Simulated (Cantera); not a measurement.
Stirred combustor or abatement burner

A perfectly stirred reactor is fed with 22.7 % H2, 16.2 % O2, 61.1 % N2, equivalence ratio 0.70, at 11.8 atm; it is adiabatic with a 650 K inlet, and is followed from long to short residence time, starting on the burning branch (τ in s: 0.068, 0.036, 0.019, 0.01, 0.0054, 0.0029, 0.0015, 0.00081, 0.00043, 0.00023, 0.00012, 6.4e-05).

Model: GRI-Mech 3.0 (53 species, 325 reactions), integrated in Cantera. The hydrogen kinetics of GRI-Mech 3.0 are dated; newer H2 mechanisms differ, most at raised pressure. The pressure lies above the range GRI-Mech 3.0 was tuned for (to about 10 atm).

```
τ (s)    T (K)      x H2    x O2       x O       x H      x NO    x NO2
-------  -----  --------  ------  --------  --------  --------  -------
0.068     2288  0.000636  0.0512  0.000306   6.71e-5   0.00521  1.01e-5
0.036     2290  0.000645  0.0517  0.000312   6.86e-5   0.00423  8.26e-6
0.019     2292  0.000660  0.0523  0.000321   7.09e-5   0.00310  6.09e-6
0.010     2294  0.000684  0.0528  0.000331   7.41e-5   0.00204  4.05e-6
0.0054    2295  0.000721  0.0532  0.000344   7.89e-5   0.00127  2.56e-6
0.0029    2295  0.000784  0.0534  0.000362   8.70e-5  0.000763  1.58e-6
0.0015    2294  0.000903  0.0536  0.000395  0.000103  0.000445  9.63e-7
0.00081   2291   0.00110  0.0536  0.000449  0.000130  0.000279  6.43e-7
0.00043   2287   0.00143  0.0537  0.000544  0.000182  0.000183  4.61e-7
0.00023   2279   0.00196  0.0537  0.000700  0.000278  0.000129  3.57e-7
0.00012   2267   0.00281  0.0538  0.000960  0.000462   9.47e-5  2.84e-7
6.4e-5    2250   0.00404  0.0539   0.00135  0.000784   7.29e-5  2.26e-7
```
x: mole fraction; the columns are a selection and need not sum to one.
